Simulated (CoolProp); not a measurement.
Vapour-liquid equilibrium of C3F8 (R218) (1) + R134a (2) at 12.6 bar; x and y are mole fractions of (1).

Values from CoolProp's multi-fluid Helmholtz-energy mixture model, Lemmon 2006 and Tillner-Roth 1994; pair parameters Bell 2016.

Task: Give the bubble temperature and the first vapour's composition at x = 0.05, 0.2, 0.95. Is there an azeotrope?

Result: x = 0.05: 44.8 °C, y = 0.108; x = 0.2: 38.1 °C, y = 0.320; x = 0.95: 37.6 °C, y = 0.923. y crosses x between x = 0.5 and 0.65: the model has an azeotrope there.

Pair parameters are fitted to limited data, so mixtures are less certain than the pure fluids.
